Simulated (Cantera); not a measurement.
A freely propagating, adiabatic, planar premixed flame of 48.0 % H₂, 10.9 % O₂, 41.1 % N₂, equivalence ratio 2.2, unburnt at 300 K and 2.40 bar; mixture-averaged transport, grid criteria slope 0.08 and curve 0.16, no radiation.

Cantera simulation using the H2/O2 subset of GRI-Mech 3.0, which has no nitrogen chemistry; the numbers are that mechanism's predictions, not measurements. The hydrogen kinetics of GRI-Mech 3.0 are dated; newer H2 mechanisms differ, most at raised pressure. Burning velocities carry a grid error of a few per cent, more on coarse grids.

x: mole fraction of selected species; z is measured from the peak of heat release.

| z (mm) | T (K) | u (m/s) | x H₂ | x O₂ | x OH | x O | x H₂O₂ | x H |
|---|---|---|---|---|---|---|---|---|
| -0.332 | 300 | 2.86 | 0.480 | 0.109 | <1e-8 | <1e-8 | <1e-8 | <1e-8 |
| -0.222 | 300 | 2.86 | 0.480 | 0.109 | <1e-8 | <1e-8 | <1e-8 | <1e-8 |
| -0.166 | 300 | 2.86 | 0.480 | 0.109 | <1e-8 | <1e-8 | <1e-8 | <1e-8 |
| -0.111 | 301 | 2.87 | 0.480 | 0.109 | <1e-8 | 1.77e-8 | 7.05e-8 | <1e-8 |
| -0.0554 | 350 | 3.28 | 0.470 | 0.111 | 1.02e-5 | 1.89e-6 | 2.07e-5 | 1.31e-6 |
| -0.0277 | 629 | 5.71 | 0.438 | 0.106 | 0.000729 | 9.68e-5 | 0.000124 | 0.00148 |
| 0 | 1031 | 9.11 | 0.384 | 0.0836 | 0.000921 | 0.000676 | 4.43e-5 | 0.0129 |
| 0.0277 | 1328 | 11.6 | 0.326 | 0.0494 | 0.00158 | 0.00158 | 4.64e-6 | 0.0311 |
| 0.0554 | ___ | 13.1 | ___ | ___ | 0.00202 | ___ | ___ | 0.0439 |
| 0.111 | 1645 | 14.3 | 0.265 | 0.00293 | 0.00203 | 0.000477 | 4.96e-7 | 0.0469 |
| 0.222 | 1747 | 15.1 | 0.268 | 0.000167 | 0.00192 | 0.000214 | 2.56e-7 | 0.0371 |
| 0.443 | 1834 | 15.8 | 0.275 | 4.52e-5 | 0.00159 | 0.000114 | 1.30e-7 | 0.0256 |
| 0.886 | 1900 | 16.2 | 0.281 | 1.96e-5 | 0.00115 | 5.00e-5 | 5.90e-8 | 0.0162 |

Q: Some entries are withheld; supply them.

A: 
- 0.0554, T (K): 1501
- 0.0554, x H₂: 0.287
- 0.0554, x O₂: 0.0214
- 0.0554, x O: 0.00139
- 0.0554, x H₂O₂: 1.25e-6
